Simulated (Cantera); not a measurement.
A perfectly stirred reactor is fed with H₂ : O₂ : N₂ = 1.1 : 1 : 6.1 (molar parts), at 0.168 atm; it is held at 900 K, and followed from long to short residence time.

Cantera simulation using GRI-Mech 3.0 (53 species, 325 reactions); the numbers are that mechanism's predictions, not measurements. Below about 950 K walls govern HO2 and H2O2 in real vessels. The temperature is held fixed by assumption; the heat of reaction is taken as removed at once.

x: mole fraction; the columns are a selection and need not sum to one.

| τ (s) | x H₂ | x O₂ | x HO₂ | x N₂O | x NO | x H | x NO₂ |
|---|---|---|---|---|---|---|---|
| 0.41 | 0.00575 | 0.0615 | 1.60e-5 | 2.44e-8 | [?] | 3.87e-5 | 1.04e-10 |
| 0.20 | 0.00756 | 0.0623 | 1.71e-5 | 1.93e-8 | [?] | 7.77e-5 | 8.79e-11 |
| 0.097 | 0.0101 | 0.0635 | 1.82e-5 | 1.49e-8 | [?] | 0.000156 | 7.22e-11 |
| 0.047 | 0.0136 | 0.0652 | 1.92e-5 | 1.12e-8 | [?] | 0.000308 | 5.80e-11 |
| 0.023 | 0.0185 | 0.0675 | 2.01e-5 | 8.25e-9 | [?] | 0.000593 | 4.57e-11 |
| 0.011 | 0.0253 | 0.0707 | 2.10e-5 | 5.91e-9 | [?] | 0.00114 | 3.52e-11 |
| 0.0054 | 0.0341 | 0.0750 | 2.16e-5 | 4.19e-9 | [?] | 0.00206 | 2.67e-11 |
| 0.0026 | 0.0461 | 0.0808 | 2.21e-5 | 2.84e-9 | [?] | 0.00358 | 1.95e-11 |

**Question.** Some entries are withheld; supply them.

**Answer.** 
- 0.41, x NO: 1.00e-8
- 0.20, x NO: 1.56e-8
- 0.097, x NO: 2.36e-8
- 0.047, x NO: 3.46e-8
- 0.023, x NO: 4.87e-8
- 0.011, x NO: 6.63e-8
- 0.0054, x NO: 8.45e-8
- 0.0026, x NO: 9.96e-8
